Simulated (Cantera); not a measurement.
An adiabatic, constant-pressure homogeneous reactor starts with CH₄ : H₂ : O₂ : N₂ = 1 : 0.044 : 1.84 : 8.46 (molar parts), equivalence ratio 1.1, at 1575 K and 0.600 bar.

Detailed kinetics in Cantera: GRI-Mech 3.0 (53 species, 325 reactions).

**Question.** Predict: time of steepest temperature rise; temperature at 0.200 s; equilibrium temperature; x(H₂) at 0.200 s; x(O₂) at 0.200 s; x(NO) at 0.200 s; x(O) at 0.200 s.

**Answer.** 
- time of steepest temperature rise: 0.886 ms
- temperature at 0.200 s: 2677 K
- equilibrium temperature: 2677 K
- x(H₂) at 0.200 s: 0.0225 (gas-phase equilibrium 0.0225)
- x(O₂) at 0.200 s: 0.0110 (gas-phase equilibrium 0.0110)
- x(NO) at 0.200 s: 0.00669 (gas-phase equilibrium 0.00669)
- x(O) at 0.200 s: 0.00446 (gas-phase equilibrium 0.00446)
